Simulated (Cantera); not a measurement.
An adiabatic, constant-volume homogeneous reactor starts with 3.21 % C2H4, 18.5 % O2, 69.7 % N2, 1.83 % H2O, 6.74 % H2, at 1573 K and 0.987 atm.

Model: GRI-Mech 3.0 (53 species, 325 reactions), integrated in Cantera. GRI-Mech 3.0 was tuned for natural gas; its chemistry of ethylene as a main component is partial and can be far from experiment.

x: mole fraction; the columns are a selection and need not sum to one.

```json
[
 {"t (s)": "6.00e-6", "T (K)": "1573", "P (bar)": "1.00", "x C2H4": "0.0321", "x O2": "0.185", "x H2O": "0.0183", "x HCO": "8.79e-7", "x N2O": "2.83e-11"},
 {"t (s)": "1.49e-5", "T (K)": "2158", "P (bar)": "1.42", "x C2H4": "0.00113", "x O2": "0.114", "x H2O": "0.0767", "x HCO": "0.000189", "x N2O": "3.93e-8"},
 {"t (s)": "3.69e-5", "T (K)": "(withheld)", "P (bar)": "1.68", "x C2H4": "<1e-12", "x O2": "0.0631", "x H2O": "(withheld)", "x HCO": "(withheld)", "x N2O": "(withheld)"},
 {"t (s)": "9.15e-5", "T (K)": "2824", "P (bar)": "1.80", "x C2H4": "<1e-12", "x O2": "0.0607", "x H2O": "0.120", "x HCO": "3.22e-8", "x N2O": "9.42e-7"},
 {"t (s)": "0.000227", "T (K)": "2859", "P (bar)": "1.82", "x C2H4": "<1e-12", "x O2": "0.0588", "x H2O": "0.122", "x HCO": "2.96e-8", "x N2O": "1.12e-6"},
 {"t (s)": "0.000563", "T (K)": "2852", "P (bar)": "1.82", "x C2H4": "<1e-12", "x O2": "0.0562", "x H2O": "0.123", "x HCO": "2.90e-8", "x N2O": "1.18e-6"},
 {"t (s)": "0.00140", "T (K)": "2846", "P (bar)": "1.81", "x C2H4": "<1e-12", "x O2": "0.0536", "x H2O": "0.123", "x HCO": "2.85e-8", "x N2O": "1.27e-6"},
 {"t (s)": "0.00346", "T (K)": "2844", "P (bar)": "1.81", "x C2H4": "<1e-12", "x O2": "0.0530", "x H2O": "0.123", "x HCO": "2.84e-8", "x N2O": "1.30e-6"},
 {"t (s)": "0.00859", "T (K)": "2844", "P (bar)": "1.81", "x C2H4": "<1e-12", "x O2": "0.0530", "x H2O": "0.123", "x HCO": "2.84e-8", "x N2O": "1.30e-6"},
 {"t (s)": "0.0213", "T (K)": "2844", "P (bar)": "1.81", "x C2H4": "<1e-12", "x O2": "0.0530", "x H2O": "0.123", "x HCO": "2.84e-8", "x N2O": "1.30e-6"},
 {"t (s)": "0.0529", "T (K)": "2844", "P (bar)": "1.81", "x C2H4": "<1e-12", "x O2": "0.0530", "x H2O": "0.123", "x HCO": "2.84e-8", "x N2O": "1.30e-6"},
 {"t (s)": "0.131", "T (K)": "2844", "P (bar)": "1.81", "x C2H4": "<1e-12", "x O2": "0.0530", "x H2O": "0.123", "x HCO": "2.84e-8", "x N2O": "1.30e-6"},
 {"t (s)": "0.325", "T (K)": "2844", "P (bar)": "1.81", "x C2H4": "<1e-12", "x O2": "0.0530", "x H2O": "0.123", "x HCO": "2.84e-8", "x N2O": "1.30e-6"},
 {"t (s)": "0.806", "T (K)": "2844", "P (bar)": "1.81", "x C2H4": "<1e-12", "x O2": "0.0530", "x H2O": "0.123", "x HCO": "2.84e-8", "x N2O": "1.30e-6"},
 {"t (s)": "2.00", "T (K)": "2844", "P (bar)": "1.81", "x C2H4": "<1e-12", "x O2": "0.0530", "x H2O": "0.123", "x HCO": "2.84e-8", "x N2O": "1.30e-6"}
]
```

Problem. Some entries are withheld; supply them.

Solution. 
- 3.69e-5, T (K): 2584
- 3.69e-5, x H2O: 0.109
- 3.69e-5, x HCO: 5.86e-8
- 3.69e-5, x N2O: 3.98e-7
